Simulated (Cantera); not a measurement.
Charge: 1 mol CH3SiH3, a varied amount of C2H2, 1900 mol H2, 0.19 mol CH4, at 1573 K and 72.0 mbar.

Equilibrium computed with Cantera from the NASA thermochemical tables; the gas is ideal and each condensed phase is pure. Candidate condensed phases: C, C6H6, C7H8, C8H18, Si, SiC; 87 gas species. The feed counts by its element totals alone. Kinetics and transport are ignored.

### Question
At 0.28 mol C2H2, list the 4 most abundant gas species with their mole fractions, and the condensed phases.

### Answer
H2 1.000, H 0.000152, CH4 0.000132, C2H2 (acetylene) 2.06e-5. Condensed: C(graphite) + SiC(s).
